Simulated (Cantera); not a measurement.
Charge: 1 mol Ti, 0.042 mol CO2, 1.8 mol H2, equilibrated at 1423.15 K and 10.0 Torr.

Method: chemical equilibrium by Gibbs-energy minimisation in Cantera with the NASA 1993 tables (ideal gas, pure condensed phases). Candidate condensed phases: C, C6H6, C7H8, C8H18, H2O, Ti, TiC, TiO, TiO2, Ti2O3, Ti3O5, Ti4O7; 113 gas species. Mutual solubility and eutectic melting of coexisting phases are not modelled. TiC, TiO: taken at fixed stoichiometry. Condensed phases not in the tables: solid solutions among these carbides, nitrides and lower oxides, N, O or C dissolved in the metal. Rates play no part.

Base state: H2 1.000, H 5.76e-5 (mole fractions); condensed: Ti(β) + TiC(s) + TiO(s).

Problem. What changes in the equilibrium state with this change: temperature from 1423.15 K to 1800 K?

Solution. 
| species | before | after |
|---|---|---|
| H2 | 1.000 | 0.997 |
| H | 5.76e-5 | 0.00310 |
| Ti | 1.10e-8 | 3.67e-5 |
| Ti(β), mol | 0.874 | 0.874 |
| TiC(s), mol | 0.0420 | 0.0420 |
| TiO(s), mol | 0.0840 | 0.0840 |
